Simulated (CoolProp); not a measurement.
Vapour-liquid equilibrium of n-butane (1) + cis-2-butene (2) at 74.15 °C; x and y are mole fractions of (1).

Computed with CoolProp (multi-fluid Helmholtz-energy mixture model, Bücker 2006 and Lemmon 2005; pair parameters Bell 2016).

**Question.** Give the bubble pressure and the first vapour's composition at x = 0.275, 0.425, 0.725. Is there an azeotrope?

**Answer.** x = 0.275: 8.473 bar, y = 0.293; x = 0.425: 8.600 bar, y = 0.442; x = 0.725: 8.780 bar, y = 0.734. No azeotrope shows between x = 0.05 and 0.95.

The pair parameters rest on a limited set of measurements; away from them the model extrapolates.
